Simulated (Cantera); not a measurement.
# Ignition delay

Mixture: CH4 : H2 : O2 : N2 = 1 : 0.83 : 1.15 : 4.32 (molar parts), at 0.405 atm, adiabatic and at constant pressure. Ignition delay is the time to a rise of 400 K.

Computed with Cantera and GRI-Mech 3.0 (53 species, 325 reactions). Below about 1000 K GRI-Mech 3.0 lacks low-temperature oxidation paths. Below about 950 K walls govern HO2 and H2O2 in real vessels.

```json
[
 {"T0 (K)": "900", "delay (ms)": "124"},
 {"T0 (K)": "975", "delay (ms)": "42.0"},
 {"T0 (K)": "1050", "delay (ms)": "17.7"},
 {"T0 (K)": "1125", "delay (ms)": "8.08"},
 {"T0 (K)": "1200", "delay (ms)": "3.96"},
 {"T0 (K)": "1275", "delay (ms)": "2.08"},
 {"T0 (K)": "1350", "delay (ms)": "1.17"},
 {"T0 (K)": "1425", "delay (ms)": "0.699"}
]
```

The apparent activation energy between 1275 and 1425 K comes out as 110 kJ/mol.
